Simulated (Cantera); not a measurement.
# Carbothermic reduction: PbO + C + N2

A closed system holds: 1 mol PbO, 4.3 mol C, 1.3 mol N2, at 1 atm.

Equilibrium computed with Cantera from the NASA thermochemical tables; the gas is ideal and each condensed phase is pure. Candidate condensed phases: C, Pb, PbO, PbO2, Pb3O4; 27 gas species. The numbers say what is thermodynamically allowed, not how fast it happens.

From 1750 K to 1800 K the condensed part is C(graphite) + Pb(l). From 1850 K to 2400 K the condensed part is C(graphite). The main Pb-bearing gas is Pb throughout.

```
T (K)  log p N2  log p CO  log p Pb  log p Pb2  n C(graphite)  n Pb(l)
-----  --------  --------  --------  ---------  -------------  -------
1750      -0.33     -0.45     -0.72      -3.51           3.30    0.459
1800      -0.38     -0.49     -0.57      -3.26           3.30    0.157
1850      -0.40     -0.51     -0.51      -3.21           3.30        0
1900      -0.40     -0.51     -0.51      -3.25           3.30        0
1950      -0.40     -0.51     -0.51      -3.30           3.30        0
2000      -0.40     -0.51     -0.51      -3.34           3.30        0
2050      -0.40     -0.51     -0.51      -3.38           3.30        0
2100      -0.40     -0.51     -0.51      -3.42           3.30        0
2150      -0.40     -0.51     -0.51      -3.46           3.30        0
2200      -0.40     -0.51     -0.51      -3.50           3.30        0
2250      -0.40     -0.51     -0.51      -3.53           3.30        0
2300      -0.40     -0.51     -0.51      -3.56           3.30        0
2350      -0.40     -0.51     -0.51      -3.60           3.30        0
2400      -0.40     -0.51     -0.51      -3.63           3.30        0
```
log p: log10 of the partial pressure in bar; n: condensed amount in mol.
